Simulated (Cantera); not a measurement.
Mixture: 7.82 % CH4, 3.67 % CO, 18.6 % O2, 69.9 % N2, at 1.00 bar, adiabatic and at constant volume. Ignition delay is the time to a rise of 400 K.

Computed with Cantera and GRI-Mech 3.0 (53 species, 325 reactions).

Q: Predict: delay at 1100 K; delay at 1200 K; delay at 1300 K; delay at 1400 K; delay at 1500 K; delay at 1600 K; delay at 1700 K; apparent activation energy between 1500 and 1700 K.

A: 
- delay at 1100 K = 0.263 s
- delay at 1200 K = 51.3 ms
- delay at 1300 K = 12.0 ms
- delay at 1400 K = 3.32 ms
- delay at 1500 K = 1.10 ms
- delay at 1600 K = 0.438 ms
- delay at 1700 K = 0.203 ms
- apparent activation energy between 1500 and 1700 K = 180 kJ/mol
